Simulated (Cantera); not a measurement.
Charge: 1 mol CS2, 0.045 mol O2, 1.1 mol H2, held at 3000 °C and 0.825 Torr.

These are equilibrium values from Cantera (NASA tables, ideal gas, pure condensed phases), not measurements of a reactor. Candidate condensed phases: C, C6H6, C7H8, C8H18, H2O, H2SO4, S; 123 gas species. Rates play no part.

Task: What is the equilibrium state?

Result: 
```json
{
 "x(H)": "0.501",
 "x(S)": "0.266",
 "x(CS)": "0.193",
 "x(CO)": "0.0207",
 "x(C)": "0.0149",
 "x(H2)": "0.00238",
 "x(C2)": "0.000387",
 "x(SH)": "0.000324",
 "x(S2)": "0.000281",
 "gas_amount": "4.344 mol",
 "log10 activity of C(graphite) (absent)": "-1.52",
 "log10 activity of S(l) (absent)": "-5.17"
}
```
